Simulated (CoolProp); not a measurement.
Properties of R1336mzz(E) along the isobar 924 kPa.

The numbers come from the reference Helmholtz-energy equation of state, Akasaka 2023 in CoolProp.

```csv
T (K),phase,density (kg/m³),cp (kJ/(kg K)),cv (kJ/(kg K)),isothermal compressibility (1/MPa),expansivity (1/kK)
270.5,liquid,1407,1.210,0.8677,0.002020,1.896
290.4,liquid,1352,?,0.8766,0.002814,2.151
310.3,liquid,1291,1.258,0.8862,0.004149,2.532
330.3,liquid,1220,1.300,0.8973,0.006701,3.156
350.2,liquid,1134,1.373,0.9112,0.01266,?
370.1,gas,60.71,0.9983,?,1.383,5.540
390.1,gas,54.96,0.9797,0.8690,1.296,4.495
410,gas,50.61,0.9731,0.8769,1.244,3.844
```

Problem. What belongs in the gaps?

Solution. 
- 290.4, cp (kJ/(kg K)): 1.230
- 350.2, expansivity (1/kK): 4.353
- 370.1, cv (kJ/(kg K)): 0.8629
